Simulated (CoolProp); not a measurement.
Vapour-liquid equilibrium of CH2F2 (R32) (1) + R1234yf (2) at 8.65 kPa; x and y are mole fractions of (1).

Values from CoolProp's multi-fluid Helmholtz-energy mixture model, Tillner-Roth 1997 and Lemmon 2022; pair parameters Bell 2023.

Task: Give the bubble temperature and the first vapour's composition at x = 0.65, 0.8, 0.95. Is there an azeotrope?

Result: x = 0.65: 184.1 K, y = 0.846; x = 0.8: 183.4 K, y = 0.890; x = 0.95: 182.9 K, y = 0.961. No azeotrope shows between x = 0.05 and 0.95.

Pair parameters are fitted to limited data, so mixtures are less certain than the pure fluids.
